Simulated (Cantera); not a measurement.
A perfectly stirred reactor is fed with C3H8 : O2 : N2 = 1 : 3.33 : 12.5 (molar parts), equivalence ratio 1.5, at 3750 Torr; it is adiabatic with a 325 K inlet, and is followed from long to short residence time, starting on the burning branch (τ in s: 0.19, 0.065, 0.022, 0.0075, 0.0026, 0.00087, 0.00029, 0.0001, 3.4e-05, 1.2e-05).

Model: GRI-Mech 3.0 (53 species, 325 reactions), integrated in Cantera. GRI-Mech 3.0 was tuned for natural gas; its chemistry of propane as a main component is partial and can be far from experiment.

**Question.** What does this change do: O2 3.33 to 2.6 parts?

**Answer.** 
| quantity | before | after |
|---|---|---|
| blow-out, bracketed by the residence times tried | burning at 0.290 ms, out at 0.100 ms | burning at 2.60 ms, out at 0.870 ms |
| x(C3H8) at τ = 0.190 s | 2.04e-7 | 6.61e-6 |
| x(O2) at τ = 0.190 s | 5.42e-5 | 0.000832 |
| x(H2O) at τ = 0.190 s | 0.140 | 0.113 |
| x(CH3) at τ = 0.190 s | 3.26e-5 | 5.87e-5 |
| x(CH2) at τ = 0.190 s | 1.51e-7 | 5.02e-8 |
| x(C3H8) at τ = 0.870 ms | 3.20e-5 | 0.0621 |
| x(O2) at τ = 0.870 ms | 0.00396 | 0.161 |
| x(H2O) at τ = 0.870 ms | 0.147 | <1e-12 |
| x(CH3) at τ = 0.870 ms | 0.000635 | <1e-12 |
| x(CH2) at τ = 0.870 ms | 1.02e-5 | <1e-12 |

**Question.** What does this change do: inlet temperature 325 to 600 K?

**Answer.** 
```csv
quantity,before,after
"blow-out, bracketed by the residence times tried","burning at 0.290 ms, out at 0.100 ms","burning at 0.100 ms, out at 34.0 µs"
x(C3H8) at τ = 0.190 s,2.04e-7,6.39e-8
x(O2) at τ = 0.190 s,5.42e-5,1.56e-5
x(H2O) at τ = 0.190 s,0.140,0.141
x(CH3) at τ = 0.190 s,3.26e-5,7.73e-6
x(CH2) at τ = 0.190 s,1.51e-7,1.21e-7
x(C3H8) at τ = 0.870 ms,3.20e-5,9.48e-6
x(O2) at τ = 0.870 ms,0.00396,0.00131
x(H2O) at τ = 0.870 ms,0.147,0.143
x(CH3) at τ = 0.870 ms,0.000635,0.000383
x(CH2) at τ = 0.870 ms,1.02e-5,1.30e-5
```
